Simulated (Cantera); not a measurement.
What does this Cantera script print?

```python
import numpy as np
import cantera as ct

gas_names = """
    AL ALH ALN AL2 H H2 N NH NH2 NH3 N2 N2H2 N2H4
""".split()
cond_names = """
    AL(cr) AL(L) ALN(s)
""".split()


# ... load() reads the species with a 1 bar reference pressure and builds the phases ...
atoms = {
    'AlN': {'AL': 1, 'N': 1},
    'H2': {'H': 2},
}
top_T = {'ALN(s)': 2750}  # K; cautious upper limits of use, not melting points


# ... equilibrate(T, P, feed) seeds the gas with the atoms and calls Mixture.equilibrate('TP', solver="vcs", rtol=1e-11, max_steps=5000) ...
results = []
feed = {'AlN': 1, 'H2': 0.69}  # mol
P = 133.322  # Pa
for T in [1925, 1950, 1975, 2000, 2025, 2050, 2075, 2100]:
    mix = equilibrate(T, P, feed)
    results.append((T, P, feed, dict(zip(mix.species_names, mix.species_moles))))

top = {s: max(r[3][s] / sum(r[3][g] for g in gas_names) for r in results) for s in gas_names}
cols = sorted((s for s in top if top[s] > 1e-06), key=lambda s: -top[s])[:8]
seen = [c for c in cond_names if any(r[3].get(c, 0) > 1e-12 for r in results)]
print("log10 of partial pressures in bar; condensed amounts in mol")
print(f"{'T/K':>10s}" + "".join(f"{s[:9]:>10s}" for s in cols + seen))
for T, P, feed, n in results:
    ng = sum(n[g] for g in gas_names)
    print(f"{T:10.4g}" + "".join(f"{np.log10(max(n[s] / ng * P / 1e5, 1e-99)):10.3f}" for s in cols)
          + "".join(f"{n.get(c, 0):10.4g}" for c in seen))
```

Output:

```
log10 of partial pressures in bar; condensed amounts in mol
       T/K        H2        AL        N2         H       ALH       AL2    ALN(s)
      1925    -3.111    -3.454    -3.751    -4.575    -5.489    -7.248    0.6903
      1950    -3.250    -3.308    -3.605    -4.566    -5.438    -7.015     0.407
      1975    -3.397    -3.222    -3.520    -4.562    -5.450    -6.902         0
      2000    -3.401    -3.223    -3.521    -4.489    -5.477    -6.961         0
      2025    -3.405    -3.224    -3.522    -4.418    -5.503    -7.019         0
      2050    -3.409    -3.225    -3.523    -4.349    -5.529    -7.075         0
      2075    -3.415    -3.226    -3.525    -4.282    -5.556    -7.131         0
      2100    -3.421    -3.227    -3.526    -4.217    -5.582    -7.185         0
```

These are equilibrium values from Cantera (NASA tables, ideal gas, pure condensed phases), not measurements of a reactor.
